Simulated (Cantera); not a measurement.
Input: 1 mol Si, 8.6 mol Br2, 0.18 mol H2, held at 1675 K and 0.000370 bar.

Method: chemical equilibrium by Gibbs-energy minimisation in Cantera with the NASA 1993 tables (ideal gas, pure condensed phases). Candidate condensed phases: Br2, Si; 19 gas species. The tables' values for SiBr3, SiBr are old estimates; treat these amounts as uncertain. Equilibrium is a limit: real reactors are often held back by kinetics, nucleation or transport.

Base state: Br 0.915, SiBr2 0.0609, HBr 0.0221, SiBr3 0.000725, Br2 0.000652, SiBr 0.000120, SiBr4 9.55e-5, H2 6.53e-5 (mole fractions); condensed: gas only.

Problem. What changes in the equilibrium state with this change: temperature from 1675 K to 875 K?

Solution. 
```
species    before    after
-------  --------  -------
Br2      0.000652    0.780
SiBr4     9.55e-5    0.125
Br          0.915   0.0490
SiBr2      0.0609    <1e-9
HBr        0.0221   0.0451
SiBr     0.000120    <1e-9
SiBr3    0.000725  1.11e-8
```
